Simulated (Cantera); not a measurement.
What does this Cantera script print?

```python
import numpy as np
import cantera as ct

gas_names = """
    H HO2 H2 H2O H2O2 O OH O2 O3 Ti TiO TiO2
""".split()
cond_names = """
    H2O(s) H2O(L) Ti(a) Ti(b) Ti(L) TiO(a) TiO(b) TiO(L) TiO2(ru) TiO2(L) Ti2O3(a) Ti2O3(b) Ti2O3(L)
    Ti3O5(a) Ti3O5(b) Ti3O5(L) Ti4O7(s) Ti4O7(L)
""".split()


# ... load() reads the species with a 1 bar reference pressure and builds the phases ...
atoms = {
    'TiO2': {'Ti': 1, 'O': 2},
    'H2': {'H': 2},
    'H2O': {'H': 2, 'O': 1},
}
top_T = {}  # K; cautious upper limits of use, not melting points


# ... equilibrate(T, P, feed) seeds the gas with the atoms and calls Mixture.equilibrate('TP', solver="vcs", rtol=1e-11, max_steps=5000) ...
results = []
feed = {'TiO2': 1, 'H2': 1.3, 'H2O': 0.26}  # mol
T = 1298.15  # K
P = 1000  # Pa
mix = equilibrate(T, P, feed)
results.append((T, P, feed, dict(zip(mix.species_names, mix.species_moles))))
print(gas.report(threshold=0.0001))
for i in range(1, mix.n_phases):
    print(f"{mix.phase(i).name:16s} {mix.phase_moles(i):12.5e} mol")
```

Output:

```
       temperature   1298.2 K
          pressure   1000 Pa
           density   0.00043383 kg/m^3
  mean mol. weight   4.6825 kg/kmol
   phase of matter   gas

                          1 kg             1 kmol
                     ---------------   ---------------
          enthalpy       -1.9036e+06       -8.9134e+06  J
   internal energy       -4.2086e+06       -1.9707e+07  J
           entropy             48679        2.2794e+05  J/K
    Gibbs function       -6.5096e+07       -3.0481e+08  J
 heat capacity c_p            7215.6             33787  J/K
 heat capacity c_v              5440             25473  J/K

                      mass frac. Y      mole frac. X     chem. pot. / RT
                     ---------------   ---------------   ---------------
                H2           0.35878           0.83332            -22.98
               H2O           0.64122           0.16667           -54.544
     [  +10 minor]         2.203e-06        9.8305e-06

Ti(b)             0.00000e+00 mol
TiO(b)            0.00000e+00 mol
TiO2(ru)          1.00000e+00 mol
Ti2O3(b)          0.00000e+00 mol
Ti3O5(b)          0.00000e+00 mol
Ti4O7(s)          0.00000e+00 mol
```

These are equilibrium values from Cantera (NASA tables, ideal gas, pure condensed phases), not measurements of a reactor.
